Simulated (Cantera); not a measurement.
What does this Cantera script print?

```python
import numpy as np
import cantera as ct

gas = ct.Solution("gri30.yaml")
gas.TPX = 1298, 1333, {'N2O': 1, 'O2': 0.054, 'N2': 0.0081}
inlet = ct.Reservoir(gas, clone=True)

reactor = ct.IdealGasConstPressureReactor(gas, energy="off", clone=False)
exhaust = ct.Reservoir(gas, clone=True)
tau = [6.2, 2.4, 0.96, 0.38, 0.15, 0.059, 0.023, 0.0091, 0.0036, 0.0014, 0.00056][0]
for a, b in ((inlet, reactor), (reactor, exhaust)):
    ct.MassFlowController(a, b, mdot=lambda t: reactor.mass / tau)
net = ct.ReactorNet([reactor])
show = ['N2O', 'O2', 'NO2', 'NO', 'O', 'N2']

rows = []
print(f"{'tau/s':>10s}{'T/K':>9s}" + "".join(f"{s:>11s}" for s in show))
for tau in [6.2, 2.4, 0.96, 0.38, 0.15, 0.059, 0.023, 0.0091, 0.0036, 0.0014, 0.00056]:
    net.initial_time = 0.0
    net.advance(30 * tau)
    before = gas.X
    net.advance(40 * tau)
    drift = np.max(np.abs(gas.X - before) / (gas.X + 1e-9))
    rows.append([gas.T, *gas[show].X, drift])
    print(f"{tau:10.3e}{gas.T:9.1f}" + "".join(f"{x:11.3e}" for x in gas[show].X))
```

Result:

```
     tau/s      T/K        N2O         O2        NO2         NO          O         N2
 6.200e+00   1298.0  6.647e-01  1.263e-01  5.131e-06  2.776e-02  7.432e-06  1.812e-01
 2.400e+00   1298.0  8.108e-01  8.647e-02  2.026e-06  1.312e-02  7.439e-06  8.964e-02
 9.600e-01   1298.0  8.845e-01  6.639e-02  7.243e-07  5.726e-03  7.440e-06  4.342e-02
 3.800e-01   1298.0  9.181e-01  5.723e-02  2.188e-07  2.352e-03  7.437e-06  2.233e-02
 1.500e-01   1298.0  9.321e-01  5.340e-02  5.358e-08  9.413e-04  7.427e-06  1.352e-02
 5.900e-02   1298.0  9.378e-01  5.185e-02  1.066e-08  3.712e-04  7.401e-06  9.953e-03
 2.300e-02   1298.0  9.401e-01  5.123e-02  1.802e-09  1.438e-04  7.334e-06  8.532e-03
 9.100e-03   1298.0  9.410e-01  5.099e-02  2.854e-10  5.567e-05  7.172e-06  7.981e-03
 3.600e-03   1298.0  9.413e-01  5.090e-02  4.135e-11  2.086e-05  6.792e-06  7.763e-03
 1.400e-03   1298.0  9.414e-01  5.086e-02  5.004e-12  7.132e-06  5.970e-06  7.677e-03
 5.600e-04   1298.0  9.415e-01  5.085e-02  5.082e-13  2.199e-06  4.602e-06  7.645e-03
```

Model: GRI-Mech 3.0 (53 species, 325 reactions), integrated in Cantera. GRI-Mech 3.0 was tuned for natural gas; its chemistry of N2O as a main component is partial and can be far from experiment. Radical loss at walls, strong at low pressure, is not modelled. The mechanism lacks the step 2 NO + O2 → 2 NO2, which can matter for NO2 below about 1400 K. The temperature is held fixed by assumption; the heat of reaction is taken as removed at once.
